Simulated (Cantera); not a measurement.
## Moist CO burnout

An isothermal, constant-pressure homogeneous reactor starts with CO : O2 : H2O : N2 = 0.0086 : 0.0036 : 0.0086 : 1 (molar parts), at 1398 K and 12000 Pa.

Cantera simulation using GRI-Mech 3.0 (53 species, 325 reactions); the numbers are that mechanism's predictions, not measurements.

```csv
t (s),x CO,x O2,x H2O,x N2O,x NO,x H2
2.00e-6,0.00842,0.00353,0.00842,<1e-12,<1e-12,<1e-12
6.54e-6,0.00842,0.00353,0.00842,<1e-12,<1e-12,<1e-12
2.14e-5,0.00842,0.00353,0.00842,<1e-12,<1e-12,<1e-12
7.00e-5,0.00842,0.00353,0.00842,<1e-12,<1e-12,<1e-12
0.000229,0.00842,0.00353,0.00842,<1e-12,<1e-12,<1e-12
0.000749,0.00842,0.00353,0.00842,<1e-12,<1e-12,3.81e-11
0.00245,0.00842,0.00353,0.00842,<1e-12,<1e-12,1.72e-9
0.00801,0.00842,0.00353,0.00842,7.68e-12,<1e-12,2.10e-7
0.0262,0.00491,0.00216,0.00694,1.22e-8,5.63e-8,0.000685
0.0857,0.00211,0.00105,0.00654,6.49e-9,1.22e-6,0.000979
0.280,0.00154,0.000531,0.00730,5.35e-9,2.20e-6,0.000738
0.917,0.00112,0.000173,0.00776,3.56e-9,2.58e-6,0.000544
3.00,0.000952,2.95e-5,0.00794,1.58e-9,2.68e-6,0.000465
```
x: mole fraction; the columns are a selection and need not sum to one.

Equilibrium at this temperature and pressure: CO 0.000923, O2 5.05e-10, H2O 0.00800, N2O <1e-12, NO 3.94e-8, H2 0.000453 (gas phase only).
